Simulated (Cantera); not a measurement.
Standard-state values (1 bar) from the NASA 1993 polynomials, evaluated with Cantera. Values are per mole of reaction as written; species without (g) are pure solids or liquids, kept so even where they would boil at 1 bar. TaC: taken at fixed stoichiometry.

TaC + 4 C2H6(g) ⇌ Ta + 3 C3H8(g)

| T (K) | ΔH° (kJ) | ΔS° (J/K) | ΔG° (kJ) | log10 K |
|---|---|---|---|---|
| 2223 | (withheld) | (withheld) | (withheld) | (withheld) |
| 2273 | 181.2 | -91.3 | 388.6 | -8.93 |
| 2323 | 181.4 | -91.1 | 393.2 | -8.84 |
| 2373 | 181.7 | -91.0 | 397.7 | -8.75 |
| 2423 | 182.0 | -90.9 | 402.3 | -8.67 |
| 2473 | 182.2 | -90.8 | 406.8 | -8.59 |
| 2523 | 182.5 | -90.7 | 411.3 | -8.52 |
| 2573 | (withheld) | (withheld) | (withheld) | (withheld) |
| 2623 | 183.0 | -90.5 | 420.4 | -8.37 |
| 2673 | 183.2 | -90.4 | 424.9 | -8.30 |
| 2723 | 183.5 | -90.3 | 429.4 | -8.24 |

Q: What belongs in the gaps?

A: 
- 2223, ΔH° (kJ): 180.9
- 2223, ΔS° (J/K): -91.4
- 2223, ΔG° (kJ): 384.0
- 2223, log10 K: -9.02
- 2573, ΔH° (kJ): 182.7
- 2573, ΔS° (J/K): -90.6
- 2573, ΔG° (kJ): 415.9
- 2573, log10 K: -8.44
